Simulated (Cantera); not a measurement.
An isothermal, constant-pressure homogeneous reactor starts with NO : N2 = 1 : 9.3 (molar parts), at 2023 K and 20.0 Torr.

Model: GRI-Mech 3.0 (53 species, 325 reactions), integrated in Cantera. Radical loss at walls, strong at low pressure, is not modelled.

Q: Predict: x(NO) at 9.00 s; x(O) at 9.00 s; x(N2) at 9.00 s; x(N2O) at 9.00 s; x(NO2) at 9.00 s; x(O2) at 9.00 s.

A: 
- x(NO) at 9.00 s = 0.0647 (gas-phase equilibrium 0.00420)
- x(O) at 9.00 s = 0.000648 (gas-phase equilibrium 0.00105)
- x(N2) at 9.00 s = 0.919 (gas-phase equilibrium 0.949)
- x(N2O) at 9.00 s = 1.62e-6 (gas-phase equilibrium 4.22e-8)
- x(NO2) at 9.00 s = 4.83e-6 (gas-phase equilibrium 5.31e-7)
- x(O2) at 9.00 s = 0.0158 (gas-phase equilibrium 0.0459)
